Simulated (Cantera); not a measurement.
An isothermal, constant-pressure homogeneous reactor starts with H₂ : O₂ : N₂ = 0.0067 : 1 : 4.6 (molar parts), equivalence ratio 0.0034, at 900 K and 10.00 Torr.

Model: the H2/O2 subset of GRI-Mech 3.0, which has no nitrogen chemistry, integrated in Cantera. Radical loss at walls, strong at low pressure, is not modelled. Below about 950 K walls govern HO2 and H2O2 in real vessels.

x: mole fraction; the columns are a selection and need not sum to one.

```json
[
 {"t (s)": "6.00e-5", "x H₂": "0.00120", "x O₂": "0.178", "x O": "<1e-12", "x OH": "<1e-12", "x HO₂": "<1e-12"},
 {"t (s)": "0.000130", "x H₂": "0.00120", "x O₂": "0.178", "x O": "<1e-12", "x OH": "<1e-12", "x HO₂": "<1e-12"},
 {"t (s)": "0.000281", "x H₂": "0.00120", "x O₂": "0.178", "x O": "<1e-12", "x OH": "<1e-12", "x HO₂": "<1e-12"},
 {"t (s)": "0.000610", "x H₂": "0.00120", "x O₂": "0.178", "x O": "<1e-12", "x OH": "<1e-12", "x HO₂": "<1e-12"},
 {"t (s)": "0.00132", "x H₂": "0.00120", "x O₂": "0.178", "x O": "<1e-12", "x OH": "<1e-12", "x HO₂": "<1e-12"},
 {"t (s)": "0.00286", "x H₂": "0.00120", "x O₂": "0.178", "x O": "<1e-12", "x OH": "<1e-12", "x HO₂": "<1e-12"},
 {"t (s)": "0.00619", "x H₂": "0.00120", "x O₂": "0.178", "x O": "<1e-12", "x OH": "<1e-12", "x HO₂": "<1e-12"},
 {"t (s)": "0.0134", "x H₂": "0.00120", "x O₂": "0.178", "x O": "2.00e-12", "x OH": "1.19e-12", "x HO₂": "1.43e-12"},
 {"t (s)": "0.0291", "x H₂": "0.00120", "x O₂": "0.178", "x O": "1.01e-11", "x OH": "4.91e-12", "x HO₂": "3.46e-12"},
 {"t (s)": "0.0629", "x H₂": "0.00120", "x O₂": "0.178", "x O": "1.36e-10", "x OH": "6.11e-11", "x HO₂": "1.48e-11"},
 {"t (s)": "0.136", "x H₂": "0.00119", "x O₂": "0.178", "x O": "[?]", "x OH": "1.18e-8", "x HO₂": "1.71e-9"},
 {"t (s)": "0.295", "x H₂": "0.000634", "x O₂": "0.178", "x O": "[?]", "x OH": "7.78e-5", "x HO₂": "1.03e-6"},
 {"t (s)": "0.639", "x H₂": "2.09e-5", "x O₂": "0.178", "x O": "[?]", "x OH": "1.86e-5", "x HO₂": "4.00e-7"},
 {"t (s)": "1.39", "x H₂": "3.08e-6", "x O₂": "0.178", "x O": "[?]", "x OH": "6.33e-6", "x HO₂": "1.53e-7"},
 {"t (s)": "3.00", "x H₂": "6.67e-7", "x O₂": "0.178", "x O": "[?]", "x OH": "3.04e-6", "x HO₂": "7.04e-8"}
]
```

**Question.** What belongs in the gaps?

**Answer.** 
- 0.136, x O: 2.65e-8
- 0.295, x O: 0.000261
- 0.639, x O: 0.000135
- 1.39, x O: 4.07e-5
- 3.00, x O: 1.17e-5
